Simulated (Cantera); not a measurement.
A perfectly stirred reactor is fed with CH₄ : H₂ : CO₂ = 0.048 : 1 : 0.038 (molar parts), at 0.0267 bar; it is held at 1525 K, and followed from long to short residence time.

Computed with Cantera and GRI-Mech 3.0 (53 species, 325 reactions). Radical loss at walls, strong at low pressure, is not modelled.

One state of this run: x CH₄ = 0.0434; x H₂ = 0.915; x CO₂ = 0.0287; x O = 3.77e-12; x C₂H₆ = 2.19e-6; x H₂O = 0.00630; x H₂O₂ = <1e-12. x: mole fraction; the columns are a selection and need not sum to one.

Question: Which value of τ (s) does it belong to?
A. 0.34
B. 1.5
C. 0.00090
D. 0.077

Answer: A, 0.34
